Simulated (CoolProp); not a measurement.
Sulfur dioxide along the isobar 11.7 MPa: fugacity coefficient from the reference equation and from simpler models built on Tc = 157.5 °C, pc = 7.887 MPa, ω = 0.256; each cubic takes its own stable root.

Model: reference Helmholtz-energy equation of state, Gao 2016, in CoolProp.

```json
[
 {"T (°C)": "123.55", "phase": "liquid", "reference": "0.3202"},
 {"T (°C)": "133.45", "phase": "liquid", "reference": "0.3653"},
 {"T (°C)": "143.25", "phase": "liquid", "reference": "0.4117"},
 {"T (°C)": "153.15", "phase": "liquid", "reference": "0.4597"},
 {"T (°C)": "163.05", "phase": "supercritical", "reference": "0.5078"},
 {"T (°C)": "172.85", "phase": "supercritical", "reference": "0.5541"},
 {"T (°C)": "182.75", "phase": "supercritical", "reference": "0.5968"},
 {"T (°C)": "192.65", "phase": "supercritical", "reference": "0.6327"},
 {"T (°C)": "202.55", "phase": "supercritical", "reference": "0.6626"},
 {"T (°C)": "212.35", "phase": "supercritical", "reference": "0.6882"},
 {"T (°C)": "222.25", "phase": "supercritical", "reference": "0.7113"},
 {"T (°C)": "232.15", "phase": "supercritical", "reference": "0.7320"},
 {"T (°C)": "241.95", "phase": "supercritical", "reference": "0.7508"},
 {"T (°C)": "251.85", "phase": "supercritical", "reference": "0.7681"}
]
```

Q: How far does each simpler model (van der Waals, Redlich-Kwong, Soave-Redlich-Kwong) lie from the reference over these 14 states: mean and median of the absolute difference, and the worst?

A: 
- van der Waals: mean 8.4 %, median 3.4 %, worst +32.9 % at 123.55 °C and 11.7 MPa
- Redlich-Kwong: mean 3.9 %, median 2.6 %, worst +12.4 % at 123.55 °C and 11.7 MPa
- Soave-Redlich-Kwong: mean 2.5 %, median 1.8 %, worst +4.8 % at 123.55 °C and 11.7 MPa
